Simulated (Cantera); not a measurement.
Cantera run:

```python
import numpy as np
import cantera as ct

gas_names = """
    C CH CH2 CH3 CH2OH CH3O CH4 CH3OH CO CO2 COOH C2 C2H CHCO,ketyl C2H2,acetylene C2H2,vinylidene
    CH2CO,ketene C2H3,vinyl CH3CO,acetyl C2H4 C2H4O,ethylen CH3CHO,ethanal CH3COOH (HCOOH)2 C2H5 C2H6
    CH3OCH3 C2H5OH C2O C3 C3H3,propargyl C3H4,allene C3H4,propyne C3H4,cyclo- C3H5,allyl C3H6,propylene
    C3H6,cyclo- C3H6O C3H7,n-propyl C3H7,i-propyl C3H8 C3H8O,1propanol C3H8O,2propanol C3O2 C4 C4H2
    C4H4,1,3-cyclo- C4H6,butadiene C4H6,2-butyne C4H6,cyclo- C4H8,1-butene C4H8,cis2-buten
    C4H8,tr2-butene C4H8,isobutene C4H8,cyclo- (CH3COOH)2 C4H9,n-butyl C4H9,i-butyl C4H9,s-butyl
    C4H9,t-butyl C4H10,isobutane C4H10,n-butane C5 C5H6,1,3cyclo- C5H8,cyclo- C5H10,1-pentene
    C5H10,cyclo- C5H11,pentyl C5H11,t-pentyl C5H12,n-pentane C5H12,i-pentane CH3C(CH3)2CH3 C6H2
    C6H5,phenyl C6H5O,phenoxy C6H6 C6H5OH,phenol C6H10,cyclo- C6H12,1-hexene C6H12,cyclo- C6H13,n-hexyl
    C7H7,benzyl C7H8 C7H8O,cresol C7H14,1-heptene C7H15,n-heptyl C7H16,n-heptane C8H8,styrene
    C8H10,ethylbenz C8H16,1-octene C8H17,n-octyl C8H18,isooctane C8H18,n-octane C9H19,n-nonyl
    C10H8,naphthale C10H21,n-decyl C12H9,o-bipheny C12H10,bipheny H HCO HO2 H2 HCHO,formaldehy HCOOH H2O
    H2O2 O OH O2 O3 Si SiC SiC2 SiC4H12 SiH SiH2 SiH3 SiH4 SiO SiO2 Si2 Si2C Si3
""".split()
cond_names = """
    C(gr) C6H6(L) C7H8(L) C8H18(L),n-octa H2O(s) H2O(L) Si(cr) Si(L) SiC(b) SiO2(Lqz) SiO2(hqz) SiO2(L)
""".split()


def load(file, names, dense=False):
    # The tables refer to 1 bar. Condensed volumes are neglected.
    table = {s.name: s for s in ct.Species.list_from_file(file)}
    out = []
    for n in names:
        d = dict(table[n].input_data)
        d["thermo"] = dict(d["thermo"], **{"reference-pressure": 1e5})
        if dense:
            d["equation-of-state"] = {"model": "constant-volume", "density": "1e6 g/cm^3"}
        out.append(ct.Species.from_dict(d))
    return out


gas = ct.Solution(thermo="ideal-gas", species=load("nasa_gas.yaml", gas_names))
cond = {s.name: ct.Solution(thermo="fixed-stoichiometry", species=[s], name=s.name)
        for s in load("nasa_condensed.yaml", cond_names, dense=True)}
atoms = {
    'SiO2': {'Si': 1, 'O': 2},
    'CO': {'C': 1, 'O': 1},
    'H2': {'H': 2},
    'C': {'C': 1},
}
top_T = {'C(gr)': 4500, 'SiC(b)': 3050}  # K; cautious upper limits of use, not melting points


def equilibrate(T, P, feed):
    n = {}
    for name, mol in feed.items():
        for a, k in atoms[name].items():
            n[a] = n.get(a, 0.0) + k * mol
    gas.TPX = T, P, n
    mass = sum(n.values()) * gas.mean_molecular_weight
    gas.equilibrate("TP")
    valid = [c for c in cond.values() if c.min_temp <= T <= top_T.get(c.name, c.max_temp)]
    mix = ct.Mixture([(gas, mass / gas.mean_molecular_weight)] + [(c, 0.0) for c in valid])
    mix.T, mix.P = T, P
    mix.equilibrate("TP", solver="vcs", rtol=1e-11, max_steps=5000)
    return mix


results = []
feed = {'SiO2': 1, 'CO': 1.1, 'H2': 18, 'C': 7.7}  # mol
T = 998  # K
for P in [10, 52, 270, 1400, 7200, 37000, 190000, 1000000]:
    mix = equilibrate(T, P, feed)
    results.append((T, P, feed, dict(zip(mix.species_names, mix.species_moles))))

top = {s: max(r[3][s] / sum(r[3][g] for g in gas_names) for r in results) for s in gas_names}
cols = sorted((s for s in top if top[s] > 0.001), key=lambda s: -top[s])[:5]
seen = [c for c in cond_names if any(r[3].get(c, 0) > 1e-12 for r in results)]
print("log10 of partial pressures in bar; condensed amounts in mol")
print(f"{'P/Pa':>10s}" + "".join(f"{s[:9]:>10s}" for s in cols + seen))
for T, P, feed, n in results:
    ng = sum(n[g] for g in gas_names)
    print(f"{P:10.4g}" + "".join(f"{np.log10(max(n[s] / ng * P / 1e5, 1e-99)):10.3f}" for s in cols)
          + "".join(f"{n.get(c, 0):10.4g}" for c in seen))
```

Result:

```
log10 of partial pressures in bar; condensed amounts in mol
      P/Pa        H2       CH4        CO       H2O       CO2     C(gr) SiO2(hqz)
        10    -4.026    -9.062    -5.240    -9.654   -10.708       7.7         1
        52    -3.310    -7.630    -4.524    -8.222    -9.276     7.699         1
       270    -2.595    -6.200    -3.809    -6.792    -7.846     7.697         1
      1400    -1.880    -4.771    -3.096    -5.365    -6.419     7.683         1
      7200    -1.171    -3.354    -2.393    -3.953    -5.014     7.615         1
   3.7e+04    -0.472    -1.955    -1.720    -2.581    -3.668      7.29         1
   1.9e+05     0.189    -0.633    -1.136    -1.336    -2.500     6.094         1
     1e+06     0.768     0.526    -0.659    -0.280    -1.547     3.848         1
```

Method: chemical equilibrium by Gibbs-energy minimisation in Cantera with the NASA 1993 tables (ideal gas, pure condensed phases).
